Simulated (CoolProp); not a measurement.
Values from CoolProp's reference Helmholtz-energy equation of state, Lemmon 2013.

Task: Give the vapour pressure (bar), liquid density (kg/m³), vapour Z, surface tension (mN/m) of saturated propylene at 222.7, 234.7 K.

Result: 
```
T (K)  p (bar)  liquid density (kg/m³)  vapour Z  surface tension (mN/m)
-----  -------  ----------------------  --------  ----------------------
222.7    0.889                     614     0.967                    17.2
234.7     1.51                     599     0.952                    15.5
```

Surface tension comes from a separate correlation (Mulero 2012).
